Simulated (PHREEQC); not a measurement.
0.039 g of hydrous ferric oxide (600 m²/g; 0.2 weak and 0.005 strong sites per Fe, Dzombak-Morel constants, diffuse double layer) in 1 kg of water with 0.01 mol/kgw of an inert sodium salt and 9.7e-06 mol/kgw Na2HAsO4 and 1e-05 mol/kgw NiCl2, at 25 °C; the pH is set by adding NaOH or the inert anion's acid. Oxygen alone is held at its pressure in air (log pO2 = -0.68). No CO2 enters from the air. No solid was allowed to form.

Model: ion-association model, wateq4f.dat, run in PHREEQC.

### Question
Predict Ni sorbed (%), surface charge σ (C/m²), surface potential ψ (mV) at pH = 4, 5, 6, 7.5.

### Answer
```tsv
pH	Ni sorbed (%)	surface charge σ (C/m²)	surface potential ψ (mV)
4	0.0	0.178	175
5	0.1	0.084	137
6	5.1	0.032	88
7.5	75.3	0.002	10
```

Species that the database lacks are ignored. The database has no arsenate complexes of Ni.
